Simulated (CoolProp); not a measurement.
Properties of R1123 along the isobar 4870 kPa (Tc = 58.6 °C, pc = 4549 kPa, ω = 0.243).

Model: reference Helmholtz-energy equation of state, Akasaka 2020, in CoolProp.

```csv
T (°C),phase,speed of sound (m/s),isothermal compressibility (1/MPa)
-8.15,liquid,585.4,…
20.55,liquid,…,0.008959
49.25,liquid,…,…
77.85,supercritical,143.3,0.4132
106.55,supercritical,169.6,0.2886
135.15,supercritical,187.3,…
163.85,supercritical,201.6,0.2379
192.45,supercritical,213.7,0.2280
```

Q: Fill in the missing entries.

A: 
- -8.15, isothermal compressibility (1/MPa): 0.004153
- 20.55, speed of sound (m/s): 437.2
- 49.25, speed of sound (m/s): 261.5
- 49.25, isothermal compressibility (1/MPa): 0.03981
- 135.15, isothermal compressibility (1/MPa): 0.2546
